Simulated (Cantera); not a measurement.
Input: 1 mol CF4, 0.043 mol Si, 0.49 mol H2, 0.036 mol CH4, held at 2125 K and 3700 Pa.

Method: chemical equilibrium by Gibbs-energy minimisation in Cantera with the NASA 1993 tables (ideal gas, pure condensed phases). Candidate condensed phases: C, C6H6, C7H8, C8H18, Si, SiC; 113 gas species. Gases not in the tables: C2F6 and larger saturated fluorocarbons. The numbers say what is thermodynamically allowed, not how fast it happens.

Base state: HF 0.570, CF4 0.290, CF2 0.0825, F 0.0302, SiF4 0.0218, CF3 0.00578, CF 0.000250 (mole fractions); condensed: C(graphite).

Problem. What changes in the equilibrium state with this change: H2 from 0.49 to 1.1 mol?

Solution. 
| species | before | after |
|---|---|---|
| HF | 0.570 | 0.814 |
| CF4 | 0.290 | 0.0973 |
| CF2 | 0.0825 | 0.0478 |
| SiF4 | 0.0218 | 0.0149 |
| F | 0.0302 | 0.0230 |
| CF3 | 0.00578 | 0.00255 |
| CF | 0.000250 | 0.000190 |
| C(graphite), mol | 0.290 | 0.610 |

Problem. What changes in the equilibrium state with this change: temperature from 2125 K to 1198.15 K?

Solution. 
| species | before | after |
|---|---|---|
| HF | 0.570 | 0.610 |
| CF4 | 0.290 | 0.367 |
| SiF4 | 0.0218 | 0.0233 |
| CF2 | 0.0825 | 4.66e-7 |
| F | 0.0302 | 3.05e-8 |
| CF | 0.000250 | <1e-9 |
| CF3 | 0.00578 | 3.41e-7 |
| C(graphite), mol | 0.290 | 0.360 |
